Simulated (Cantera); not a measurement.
**Thermodynamics of silicon nitride deposition, feed SiHCl3 + NH3**

A closed system holds: 1 mol SiHCl3, 26 mol NH3, equilibrated at 0.133 bar.

Equilibrium computed with Cantera from the NASA thermochemical tables; the gas is ideal and each condensed phase is pure. Candidate condensed phases: NH4Cl, Si, Si3N4; 28 gas species. The tables' values for SiCl, SiCl3 are old estimates; treat these amounts as uncertain. Gases not in the tables: Si2H6 and higher silanes. Equilibrium is a limit: real reactors are often held back by kinetics, nucleation or transport.

```json
[
 {"T (K)": "848", "log p H2": "-1.02", "log p N2": "-1.51", "log p HCl": "-2.13", "log p SiCl2": "-11.67", "n Si3N4(s)": "0.333", "n Si(l)": "0"},
 {"T (K)": "948", "log p H2": "-1.02", "log p N2": "-1.51", "log p HCl": "-2.13", "log p SiCl2": "-9.94", "n Si3N4(s)": "0.333", "n Si(l)": "0"},
 {"T (K)": "1048", "log p H2": "-1.02", "log p N2": "-1.51", "log p HCl": "-2.13", "log p SiCl2": "-8.55", "n Si3N4(s)": "0.333", "n Si(l)": "0"},
 {"T (K)": "1148", "log p H2": "-1.02", "log p N2": "-1.51", "log p HCl": "-2.13", "log p SiCl2": "-7.40", "n Si3N4(s)": "0.333", "n Si(l)": "0"},
 {"T (K)": "1248", "log p H2": "-1.02", "log p N2": "-1.51", "log p HCl": "-2.13", "log p SiCl2": "-6.44", "n Si3N4(s)": "0.333", "n Si(l)": "0"},
 {"T (K)": "1348", "log p H2": "-1.02", "log p N2": "-1.51", "log p HCl": "-2.13", "log p SiCl2": "-5.62", "n Si3N4(s)": "0.333", "n Si(l)": "0"},
 {"T (K)": "1448", "log p H2": "-1.02", "log p N2": "-1.51", "log p HCl": "-2.13", "log p SiCl2": "-4.93", "n Si3N4(s)": "0.332", "n Si(l)": "0"},
 {"T (K)": "1548", "log p H2": "-1.02", "log p N2": "-1.51", "log p HCl": "-2.13", "log p SiCl2": "-4.33", "n Si3N4(s)": "0.327", "n Si(l)": "0"},
 {"T (K)": "1648", "log p H2": "-1.02", "log p N2": "-1.51", "log p HCl": "-2.14", "log p SiCl2": "-3.83", "n Si3N4(s)": "0.313", "n Si(l)": "0"},
 {"T (K)": "1748", "log p H2": "-1.02", "log p N2": "-1.51", "log p HCl": "-2.17", "log p SiCl2": "-3.42", "n Si3N4(s)": "0.282", "n Si(l)": "0"},
 {"T (K)": "1848", "log p H2": "-1.02", "log p N2": "-1.51", "log p HCl": "-2.23", "log p SiCl2": "-3.12", "n Si3N4(s)": "0.229", "n Si(l)": "0"},
 {"T (K)": "1948", "log p H2": "-1.03", "log p N2": "-1.49", "log p HCl": "-2.25", "log p SiCl2": "-3.07", "n Si3N4(s)": "0", "n Si(l)": "0.627"}
]
```
log p: log10 of the partial pressure in bar; n: condensed amount in mol.

From 848 K to 1848 K the condensed part is Si3N4(s). At 1948 K the condensed part is Si(l). The main Si-bearing gas is SiCl4 at 848 K and SiCl2 at 1948 K.
